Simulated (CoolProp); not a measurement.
A single-stage vapour-compression cycle with carbonyl sulfide: evaporating at 273.15 K (dew point), condensing at 318.15 K (bubble point), superheat 10 K, subcooling 8 K, compressor efficiency 0.6, no pressure losses. Each further row changes one setting.

Computed with CoolProp (reference Helmholtz-energy equation of state, Lemmon 2006). It is a short technical equation, of lower accuracy than the large ones.

| case | cooling COP | pressure ratio | discharge temperature (K) | refrigerating effect (kJ/kg) | volumetric capacity (kJ/m³) |
|---|---|---|---|---|---|
| as stated | 3.05 | 3.14 | 395.7 | 228 | 4170 |
| evaporating temperature 278.15 K | 3.55 | 2.71 | 386.4 | 230 | 4830 |
| condensing temperature 313.15 K | 3.51 | 2.81 | 384.1 | 235 | 4300 |
| subcooling 13 K | 3.14 | 3.14 | 395.7 | 235 | 4300 |
| superheat 20 K | 3.01 | 3.14 | 408.9 | 236 | 4120 |
| compressor efficiency 0.5 | 2.54 | 3.14 | 413.2 | 228 | 4170 |
